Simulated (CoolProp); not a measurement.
100 sccm (0 °C, 1 atm) of nitrogen bubbles through liquid octamethyltrisiloxane (MDM) at 324.7 K and leaves saturated at a total pressure of 0.046 MPa (ideal gas phase). Each further row changes one setting.

Computed with CoolProp (reference Helmholtz-energy equation of state, Thol 2017).

```
case                      vapour pressure (kPa)  mole fraction of vapour  delivery (mg/min)  delivery (sccm)  change of delivery for a bath 1 K warmer (%)
------------------------  ---------------------  -----------------------  -----------------  ---------------  --------------------------------------------
as stated                                  2.37                        …                  …             5.44                                           5.7
bath temperature 329.7 K                   3.07                   0.0668               75.5             7.15                                           5.6
total pressure 0.092 MPa                   2.37                   0.0258               27.9             2.65                                             …
```

**Question.** Some entries are withheld; supply them.

**Answer.** 
- as stated, mole fraction of vapour: 0.0516
- as stated, delivery (mg/min): 57.4
- total pressure 0.092 MPa, change of delivery for a bath 1 K warmer (%): 5.5
